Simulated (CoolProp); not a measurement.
Model: reference Helmholtz-energy equation of state, Smukala 2000, in CoolProp.

Q: For ethylene, give the phase and the cv (kJ/(kg K)), Joule-Thomson coefficient (K/MPa) at 400.8 K and 0.945 MPa; 400.8 K and 1.89 MPa.

A: 
- 400.8 K and 0.945 MPa: gas; cv 1.60, Joule-Thomson coefficient 4.79
- 400.8 K and 1.89 MPa: gas; cv 1.61, Joule-Thomson coefficient 4.78
